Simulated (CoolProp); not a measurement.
A simple Rankine cycle with n-octane: condensing at 324.15 K, boiler at 0.509 MPa, turbine inlet 473.9 K, turbine efficiency 0.75, pump efficiency 0.7, no recuperator. Each further row changes one setting.

The numbers come from the reference Helmholtz-energy equation of state, Beckmüller 2019 in CoolProp.

```tsv
case	thermal efficiency (%)	net work (kJ/kg)	heat in (kJ/kg)	turbine exit temperature (K)	volume ratio over the turbine
as stated	15.2	97.2	640	?	77.0
turbine inlet 493.9 K	14.8	103	692	443.0	75.1
condensing temperature 316.15 K	?	106	659	418.4	?
boiler pressure 0.356 MPa	14.1	91.3	648	428.3	?
turbine efficiency 0.65	13.1	?	640	428.2	78.1
```

Question: Some entries are withheld; supply them.

Answer: 
- as stated, turbine exit temperature (K): 422.3
- condensing temperature 316.15 K, thermal efficiency (%): 16.0
- condensing temperature 316.15 K, volume ratio over the turbine: 111
- boiler pressure 0.356 MPa, volume ratio over the turbine: 51.2
- turbine efficiency 0.65, net work (kJ/kg): 84.1
